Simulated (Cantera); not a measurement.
Charge: 1 mol Si3N4, 0.82 mol H2, 0.38 mol C, at 650000 Pa.

Cantera equilibrium calculation (NASA polynomials, part measured and part estimated; ideal gas, pure solids and liquids). Candidate condensed phases: C, C6H6, C7H8, C8H18, Si, SiC, Si3N4; 105 gas species. Mutual solubility and eutectic melting of coexisting phases are not modelled. The tables' values for SiN are old estimates; treat these amounts as uncertain. Gases not in the tables: Si2H6 and higher silanes. Equilibrium is a limit: real reactors are often held back by kinetics, nucleation or transport.

x: gas mole fraction; n: condensed amount in mol.

```tsv
T (°C)	x N2	x H2	x HCN	x H	x Si	x HNC	x Si2C	n Si(l)	n SiC(s)
2150	0.705	0.285	0.00517	0.00371	0.000403	0.000552	4.69e-5	2.63	0.363
2200	0.703	0.283	0.00663	0.00465	0.000595	0.000753	7.94e-5	2.64	0.358
2250	0.701	0.281	0.00842	0.00578	0.000866	0.00101	0.000131	2.64	0.352
2300	0.699	0.279	0.0106	0.00711	0.00124	0.00134	0.000213	2.65	0.343
2350	0.696	0.276	___	___	___	___	___	2.65	0.333
2400	0.693	0.272	0.0161	0.0105	0.00245	0.00228	0.000529	2.66	0.321
2450	0.689	0.268	___	___	___	___	___	2.67	0.306
2500	0.684	0.263	0.0237	0.0149	0.00459	0.00368	0.00123	2.68	0.287
2550	0.678	0.256	0.0282	0.0176	0.00618	0.00459	0.00183	2.69	0.263
2600	0.671	0.249	0.0333	0.0206	0.00824	0.00567	0.00268	2.71	0.233
2650	0.662	0.241	0.0390	0.0238	0.0109	0.00691	0.00388	2.72	0.196
```

Fill in the missing entries.


- 2450, x HCN: 0.0196
- 2450, x H: 0.0126
- 2450, x Si: 0.00337
- 2450, x HNC: 0.00291
- 2450, x Si2C: 0.000813
- 2350, x HCN: 0.0131
- 2350, x H: 0.00867
- 2350, x Si: 0.00175
- 2350, x HNC: 0.00176
- 2350, x Si2C: 0.000339
